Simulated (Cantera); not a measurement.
**Equilibrium for aluminium nitride and oxide growth: AlCl₃ + O₂ + H₂**

Charge: 1 mol AlCl₃, 0.21 mol O₂, 610 mol H₂, held at 97.5 Torr.

Equilibrium computed with Cantera from the NASA thermochemical tables; the gas is ideal and each condensed phase is pure. Candidate condensed phases: Al, AlCl₃, Al₂O₃, H₂O; 29 gas species. The tables' values for AlCl₂ are old estimates; treat these amounts as uncertain. Condensed phases not in the tables: AlOCl. The numbers say what is thermodynamically allowed, not how fast it happens.

```
T (K)   x H₂    x HCl       x H    x AlCl   x AlCl₃   x AlCl₂     x H₂O  n Al₂O₃(s)
-----  -----  -------  --------  --------  --------  --------  --------  ----------
800    0.997  0.00137  8.02e-12  7.87e-12   0.00118   2.74e-9  8.79e-12       0.140
950    0.997  0.00137   1.54e-9   2.62e-8   0.00118   3.77e-7  1.13e-10       0.140
1100   0.997  0.00140   7.16e-8   8.71e-6   0.00116   1.27e-5  7.52e-10       0.140
1250   0.997  0.00199   1.34e-6  0.000261  0.000823   9.41e-5   7.52e-9       0.140
1400   0.996  0.00318   1.35e-5  0.000843  0.000211  0.000124   1.38e-7       0.140
1550   0.995  0.00362   8.71e-5   0.00110   2.18e-5   6.07e-5   1.90e-6       0.140
1700   0.995  0.00368  0.000408   0.00116   2.43e-6   2.64e-5   1.70e-5       0.136
1850   0.994  0.00365   0.00149   0.00122   3.72e-7   1.29e-5  0.000102       0.119
```
x: gas mole fraction; n: condensed amount in mol.

From 800 K to 1850 K the condensed part is Al₂O₃(s). The main Al-bearing gas is AlCl₃ at 800 K and AlCl at 1850 K.
